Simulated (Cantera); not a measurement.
## Stirred combustor or abatement burner

A perfectly stirred reactor is fed with 2.54 % CH₄, 2.47 % C₂H₆, 2.31 % C₃H₈, 19.5 % O₂, 73.2 % N₂, at 500000 Pa; it is adiabatic with a 500 K inlet, and is followed from long to short residence time, starting on the burning branch (τ in s: 0.032, 0.017, 0.009, 0.0048, 0.0025, 0.0013, 0.0007, 0.00037, 0.0002, 0.0001, 5.5e-05, 2.9e-05).

Model: GRI-Mech 3.0 (53 species, 325 reactions), integrated in Cantera. GRI-Mech 3.0 was tuned for natural gas; its chemistry of propane as a main component is partial and can be far from experiment.

| τ (s) | T (K) | x CH₄ | x C₂H₆ | x C₃H₈ | x CO₂ | x H₂ |
|---|---|---|---|---|---|---|
| 0.032 | 2243 | 2.64e-5 | 1.29e-7 | 1.10e-7 | 0.0603 | 0.0353 |
| 0.017 | 2240 | 3.50e-5 | 2.32e-7 | 1.92e-7 | 0.0603 | 0.0353 |
| 0.0090 | 2237 | 4.44e-5 | 4.12e-7 | 3.31e-7 | 0.0602 | 0.0353 |
| 0.0048 | 2232 | 5.49e-5 | 7.17e-7 | 5.59e-7 | 0.0601 | 0.0352 |
| 0.0025 | 2225 | 6.84e-5 | 1.26e-6 | 9.50e-7 | 0.0599 | 0.0352 |
| 0.0013 | 2217 | 8.73e-5 | 2.21e-6 | 1.61e-6 | 0.0596 | 0.0352 |
| 0.00070 | 2206 | 0.000115 | 3.79e-6 | 2.68e-6 | 0.0592 | 0.0351 |
| 0.00037 | 2193 | 0.000162 | 6.68e-6 | 4.59e-6 | 0.0584 | 0.0351 |
| 0.00020 | 2175 | 0.000242 | 1.19e-5 | 7.96e-6 | 0.0572 | 0.0350 |
| 0.00010 | 2146 | 0.000423 | 2.44e-5 | 1.58e-5 | 0.0548 | 0.0348 |
| 5.5e-5 | 2099 | 0.000809 | 5.23e-5 | 3.27e-5 | 0.0504 | 0.0345 |
| 2.9e-5 | 500 | 0.0254 | 0.0247 | 0.0231 | <1e-12 | <1e-12 |
x: mole fraction; the columns are a selection and need not sum to one.
